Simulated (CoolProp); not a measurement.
Vapour-liquid equilibrium of n-hexane (1) + hexamethyldisiloxane (MM) (2) at 0.0393 MPa; x and y are mole fractions of (1).

The numbers come from the multi-fluid Helmholtz-energy mixture model, Thol 2019 and Thol 2016; pair parameters Bell 2016 in CoolProp.

```tsv
x	bubble temperature, mixture model (°C)	bubble temperature, Raoult's law (°C)	y, mixture model	y, Raoult's law
0.05	69.0	68.6	0.114	0.128
0.125	66.2	65.3	0.259	0.289
0.2	63.6	62.3	0.382	0.419
0.275	61.2	59.5	0.488	0.526
0.35	58.9	57.0	0.580	0.615
0.425	56.6	54.7	0.662	0.689
0.5	54.4	52.5	0.733	0.752
0.575	52.2	50.5	0.796	0.806
0.65	50.1	48.7	0.850	0.852
0.725	48.1	46.9	0.895	0.892
0.8	46.1	45.3	0.933	0.927
0.875	44.2	43.8	0.963	0.957
0.95	42.5	42.3	0.987	0.984
```

The largest gap from Raoult's law is +1.9 K in bubble temperature, at x = 0.425. No azeotrope shows between x = 0.05 and 0.95.

Pair parameters are fitted to limited data, so mixtures are less certain than the pure fluids.
